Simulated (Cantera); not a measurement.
## borazine + H2 (boron, boron nitride and boron oxide)

Input: 1 mol borazine, 1.6 mol H2, at 0.900 Torr.

Method: chemical equilibrium by Gibbs-energy minimisation in Cantera with the NASA 1993 tables (ideal gas, pure condensed phases). Candidate condensed phases: B, BN; 15 gas species. The feed counts by its element totals alone. Mutual solubility and eutectic melting of coexisting phases are not modelled. The tables' values for BH2 are old estimates; treat these amounts as uncertain. Rates play no part.

| T (°C) | x H2 | x N2 | x H | x B | x BH2 | x BH | x BN | x BH3 | n BN(s) | n B(s) |
|---|---|---|---|---|---|---|---|---|---|---|
| 850 | 1.000 | 1.99e-9 | 1.23e-6 | <1e-12 | 2.97e-9 | <1e-12 | <1e-12 | 1.03e-9 | 3.00 | 0 |
| 1000 | 1.000 | 7.40e-8 | 2.06e-5 | <1e-12 | 1.35e-7 | <1e-12 | <1e-12 | 1.28e-8 | 3.00 | 0 |
| 1150 | 1.000 | 1.36e-6 | 0.000192 | 8.86e-11 | 2.63e-6 | 1.37e-10 | <1e-12 | 8.89e-8 | 3.00 | 0 |
| 1300 | 0.999 | 2.91e-5 | 0.00117 | 1.28e-8 | 2.03e-5 | 7.45e-9 | 1.08e-11 | 2.96e-7 | 3.00 | 0 |
| 1450 | 0.994 | 0.000802 | 0.00525 | 5.20e-7 | 7.28e-5 | 1.34e-7 | 1.30e-9 | 5.30e-7 | 2.99 | 0.00706 |
| 1600 | 0.969 | 0.0129 | 0.0183 | 1.16e-5 | 0.000208 | 1.49e-6 | 7.14e-8 | 8.31e-7 | 2.88 | 0.121 |
| 1750 | 0.812 | 0.138 | 0.0494 | 0.000162 | 0.000433 | 1.07e-5 | 2.15e-6 | 9.64e-7 | 1.49 | 1.51 |
| 1900 | 0.653 | 0.232 | 0.113 | 0.00157 | 0.000761 | 5.60e-5 | 1.89e-5 | 9.88e-7 | 0 | 2.98 |
x: gas mole fraction; n: condensed amount in mol.

From 850 °C to 1300 °C the condensed part is BN(s). From 1450 °C to 1750 °C the condensed part is B(s) + BN(s). At 1900 °C the condensed part is B(s).
